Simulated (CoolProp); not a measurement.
Vapour-liquid equilibrium of CH2F2 (R32) (1) + R227EA (2) at 300.5 K; x and y are mole fractions of (1).

Model: multi-fluid Helmholtz-energy mixture model, Tillner-Roth 1997 and Lemmon 2016; pair parameters Bell 2016, in CoolProp.

```csv
x,bubble pressure (MPa),y at the bubble point,dew pressure at overall composition x (MPa),liquid density (mol/L)
0.05,0.5547,0.145,0.5094,8.347
0.2,0.7654,0.442,0.5851,(withheld)
0.35,0.9774,0.618,0.6859,10.11
0.5,1.179,0.736,0.8254,11.28
0.65,(withheld),0.824,1.026,12.74
0.8,1.553,0.900,(withheld),14.64
0.95,(withheld),0.974,(withheld),17.21
```

Problem. Some entries are withheld; supply them.

Solution. 
- 0.2, liquid density (mol/L): 9.157
- 0.65, bubble pressure (MPa): 1.370
- 0.8, dew pressure at overall composition x (MPa): 1.315
- 0.95, bubble pressure (MPa): 1.737
- 0.95, dew pressure at overall composition x (MPa): 1.677

No azeotrope shows between x = 0.05 and 0.95.

Pair parameters are fitted to limited data, so mixtures are less certain than the pure fluids.
